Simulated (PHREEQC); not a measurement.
## Leach liquor: speciation

Dissolve 0.26 mol H2SO4, 0.00018 mol CuSO4 and 0.0036 mol MgSO4 per kg of water at 25 °C. Closed to the air; pH follows from the charge balance.

All values are PHREEQC results (ion-association model, wateq4f.dat), not measurements.

This is a speciation only: nothing precipitates in the calculation.

**Question.** Predict the pH, ionic strength.

**Answer.** pH 0.65; ionic strength 0.326 mol/kgw.

**Question.** In which forms is S present?

**Answer.** HSO4- 88 %, SO4-2 12 % of the S.
